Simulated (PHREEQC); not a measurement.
Solution (25 °C): 1.3 mmol/kgw H2SO4 and 30 mmol/kgw MnSO4. Closed to the air; pH follows from the charge balance.

Model: ion-association model, wateq4f.dat, run in PHREEQC.

Problem. The ionic strength comes out as 0.0775 mol/kgw. What activity coefficients do HSO4-, Mn+2, SO4-2, H+ get?

Solution. HSO4- 0.79, Mn+2 0.43, SO4-2 0.40, H+ 0.84.

This is a speciation only: nothing precipitates in the calculation.
